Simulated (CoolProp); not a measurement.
Vapour-liquid equilibrium of m-xylene (1) + n-decane (2) at 560 kPa; x and y are mole fractions of (1).

Values from CoolProp's multi-fluid Helmholtz-energy mixture model, Zhou 2012 and Lemmon 2006; pair parameters Bell 2016.

| x | bubble temperature (K) | y at the bubble point | dew temperature at overall composition x (K) | liquid density (mol/L) |
|---|---|---|---|---|
| 0.05 | 526.6 | [?] | 527.6 | 3.726 |
| 0.2 | 519.3 | [?] | 522.7 | 4.027 |
| 0.35 | 512.7 | [?] | 517.5 | [?] |
| 0.5 | [?] | 0.636 | 512.0 | 4.722 |
| 0.65 | 501.2 | [?] | [?] | [?] |
| 0.8 | 496.1 | 0.878 | 499.7 | 5.592 |
| 0.95 | 491.3 | 0.972 | 492.5 | 6.118 |

**Question.** What belongs in the gaps?

**Answer.** 
- 0.05, y at the bubble point: 0.082
- 0.2, y at the bubble point: 0.300
- 0.35, y at the bubble point: 0.482
- 0.35, liquid density (mol/L): 4.357
- 0.5, bubble temperature (K): 506.7
- 0.65, y at the bubble point: 0.766
- 0.65, dew temperature at overall composition x (K): 506.2
- 0.65, liquid density (mol/L): 5.131

No azeotrope shows between x = 0.05 and 0.95.

The pair parameters rest on a limited set of measurements; away from them the model extrapolates.
